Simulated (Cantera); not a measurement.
A freely propagating, adiabatic, planar premixed flame of CH3OH : O2 : N2 = 1 : 1.79 : 4.64 (molar parts), equivalence ratio 0.84, unburnt at 400 K and 210000 Pa; mixture-averaged transport, grid criteria slope 0.08 and curve 0.16, no radiation.

Computed with Cantera and GRI-Mech 3.0 (53 species, 325 reactions). GRI-Mech 3.0 was tuned for natural gas; its chemistry of methanol as a main component is partial and can be far from experiment. Burning velocities carry a grid error of a few per cent, more on coarse grids.

Problem. What does this change do: inlet temperature 400 to 525 K?

Solution. 
```csv
quantity,before,after
laminar burning velocity,71.8 cm/s,114 cm/s
thermal thickness,0.141 mm,0.125 mm
peak x(H2),0.0253,0.0281
peak x(CO),0.0699,0.0740
peak x(HCO),0.000213,0.000264
peak x(CH2O),0.0107,0.0117
```
